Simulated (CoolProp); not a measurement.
The numbers come from the reference Helmholtz-energy equation of state, Lemmon 2006 in CoolProp. It is a short technical equation, of lower accuracy than the large ones.

Task: Give the vapour pressure (kPa), vapour density (kg/m³), surface tension (mN/m), liquid conductivity (mW/(m K)) of saturated C3F8 (R218) at -45.65 °C.

Result: 
```json
[
 {"T (°C)": "-45.65", "p (kPa)": "66.6", "vapour density (kg/m³)": "6.90", "surface tension (mN/m)": "11.6", "liquid conductivity (mW/(m K))": "64.4"}
]
```

Thermal conductivity comes from a separate model (Huber 2003), an estimate that may be off by 10 % or more. Surface tension comes from a separate correlation (Mulero 2012).
